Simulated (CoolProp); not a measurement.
Dimethyl carbonate at 493.46 K and 15.5 MPa is throttled through a valve to 1.7 MPa with no heat exchange. Each further row changes one setting.

The numbers come from the reference Helmholtz-energy equation of state, Zhou 2011 in CoolProp.

```csv
case,temperature change (K),final phase,final density (kg/m³)
as stated,-6.7,"two-phase, vapour fraction 0.047",452
outlet pressure 0.51 MPa,-69.4,"two-phase, vapour fraction 0.470",30.1
outlet pressure 2.21 MPa,-1.5,liquid,756
```
